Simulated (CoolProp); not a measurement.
R114 at 298.15 K and 0.0766 MPa is compressed adiabatically to 0.245 MPa with isentropic efficiency 0.8. Each further row changes one setting.

Computed with CoolProp (reference Helmholtz-energy equation of state, Platzer 1990). This equation is an older, rougher fit.

| case | work (kJ/kg) | final temperature (K) | final density (kg/m³) |
|---|---|---|---|
| as stated | 21.2 | 330.5 | 16.1 |
| efficiency 1 | (withheld) | 324.8 | 16.5 |
| efficiency 0.65 | (withheld) | (withheld) | (withheld) |

Question: Complete the blanks.

Answer: 
- efficiency 1, work (kJ/kg): 16.9
- efficiency 0.65, work (kJ/kg): 26.0
- efficiency 0.65, final temperature (K): 337.0
- efficiency 0.65, final density (kg/m³): 15.8
